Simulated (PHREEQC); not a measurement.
Make-up at 20 °C: 0.1 mol/kgw NiCl2, 0.018 mol/kgw NaCl and 0.0012 mol/kgw FeSO4. Closed to the air; pH follows from the charge balance.

All values are PHREEQC results (ion-association model, wateq4f.dat), not measurements.

Each row changes one thing in this solution. No solid was allowed to form.

```
case                                           pH  ionic strength (mol/kgw)  NiCl+ (mol/kgw)  NiCl2 (mol/kgw)  NiOH+ (mol/kgw)
-------------------------------------------  ----  ------------------------  ---------------  ---------------  ---------------
as made                                      5.79                     0.285           0.0115          0.00392          2.00e-6
0.0016 mol/kgw Cs2CO3 added                     ?                     0.284           0.0113                ?          6.32e-5
0.021 mol/kgw KCl added                      5.80                     0.303           0.0122          0.00453          1.99e-6
FeSO4 left out                               5.80                     0.283           0.0116          0.00396          2.03e-6
temperature from 20 to 50 °C                    ?                     0.287                ?          0.00359          5.33e-6
NaCl replaced by CdCl2 at the same molality  5.66                     0.286           0.0114          0.00383          1.47e-6
0.018 mol/kgw CO2 added                      3.71                     0.285           0.0115          0.00392          1.67e-8
temperature from 20 to 60 °C                 5.26                     0.288           0.0106          0.00347          7.10e-6
```

Q: Fill in the missing entries.

A: 
- 0.0016 mol/kgw Cs2CO3 added, pH: 7.30
- 0.0016 mol/kgw Cs2CO3 added, NiCl2 (mol/kgw): 0.00387
- temperature from 20 to 50 °C, pH: 5.38
- temperature from 20 to 50 °C, NiCl+ (mol/kgw): 0.0109

Species that the database lacks are ignored. Some of these states are supersaturated (in Ni(OH)2, Ni4(OH)6SO4, for instance). In wateq4f.dat the enthalpy of Ni(OH)2 has the wrong sign, so its saturation index can't be trusted away from 25 °C. Away from 25 °C the constants follow the database's enthalpies or fits; those with neither stay at their 25 °C values.
